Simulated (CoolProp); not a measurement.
Properties of ethylene along the isobar 0.101 MPa.

Computed with CoolProp (reference Helmholtz-energy equation of state, Smukala 2000).

```csv
T (°C),phase,Z,cv (kJ/(kg K)),speed of sound (m/s),isothermal compressibility (1/MPa),expansivity (1/kK),fugacity coefficient
-136.75,liquid,0.004077,1.480,1547,0.001110,2.154,0.08372
-119.25,liquid,0.003757,1.414,1422,0.001427,2.325,0.3586
-101.75,gas,0.9682,0.9525,254.1,10.24,6.461,0.9693
-84.35,gas,0.9767,0.9643,267.2,10.14,5.696,0.9772
-66.85,gas,0.9823,0.9881,279.3,10.08,5.117,0.9826
-49.35,gas,0.9862,1.022,290.3,10.04,4.659,0.9864
-31.95,gas,0.9890,1.063,300.5,10.01,4.286,0.9891
-14.45,gas,0.9911,1.110,310.1,9.990,3.971,0.9912
3.05,gas,0.9927,1.163,319.2,9.974,3.702,0.9928
20.45,gas,0.9940,1.219,327.7,9.961,3.470,0.9940
37.95,gas,0.9950,1.278,336.0,9.951,3.266,0.9950
55.45,gas,0.9958,1.339,344.0,9.943,3.085,0.9958
72.85,gas,0.9964,1.401,351.7,9.936,2.924,0.9964
90.35,gas,0.9970,1.463,359.3,9.931,2.779,0.9970
107.85,gas,0.9974,1.526,366.7,9.927,2.648,0.9974
125.35,gas,0.9978,1.588,373.9,9.923,2.529,0.9978
```
